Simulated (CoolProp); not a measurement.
Vapour-liquid equilibrium of n-hexane (1) + m-xylene (2) at 0.104 MPa; x and y are mole fractions of (1).

Computed with CoolProp (multi-fluid Helmholtz-energy mixture model, Thol 2019 and Zhou 2012; pair parameters Bell 2016).

**Question.** Give the bubble temperature and the first vapour's composition at x = 0.05, 0.35, 0.5. Is there an azeotrope?

**Answer.** x = 0.05: 131.3 °C, y = 0.244; x = 0.35: 94.6 °C, y = 0.832; x = 0.5: 85.3 °C, y = 0.904. No azeotrope shows between x = 0.05 and 0.95.

Pair parameters are fitted to limited data, so mixtures are less certain than the pure fluids.
